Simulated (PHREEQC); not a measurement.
Spent oxide etchant

Make-up at 25 °C: 0.017 mol NH4HF2 and 0.0004 mol H2SiF6 per kg of water. Closed to the air; pH follows from the charge balance.

All values are PHREEQC results (ion-association model, phreeqc.dat), not measurements.

Each row changes one thing in this solution. Precipitation was switched off in this run.

```csv
case,pH,ionic strength (mol/kgw),F- (mol/kgw),HF (mol/kgw),HF2- (mol/kgw)
as made,3.12,0.0182,0.0161,0.0160,0.000984
NH4HF2 replaced by (NH4)2SiF6 at the same molality,2.98,0.0520,0.00169,0.00212,1.37e-5
NH4HF2 left out,3.03,(withheld),0.000795,(withheld),3.29e-6
NH4HF2 from 0.017 to 0.17 mol/kgw,3.02,0.172,0.118,0.117,0.0526
H2SiF6 replaced by KF at the same molality,3.17,0.0182,0.0172,0.0152,0.00100
NH4HF2 from 0.017 to 0.0017 mol/kgw,3.13,(withheld),0.00174,0.00183,1.22e-5
H2SiF6 replaced by LiF at the same molality,3.17,0.0182,0.0172,0.0152,0.00100
```

Q: What belongs in the gaps?

A: 
- NH4HF2 left out, ionic strength (mol/kgw): 0.00106
- NH4HF2 left out, HF (mol/kgw): 0.00108
- NH4HF2 from 0.017 to 0.0017 mol/kgw, ionic strength (mol/kgw): 0.00285

Complexes and solids missing from the database can't appear. Some of these states are supersaturated (in Quartz (slow to form), Chalcedony (slow to form), for instance). SiF6-2 is the database's only silicon fluoride.
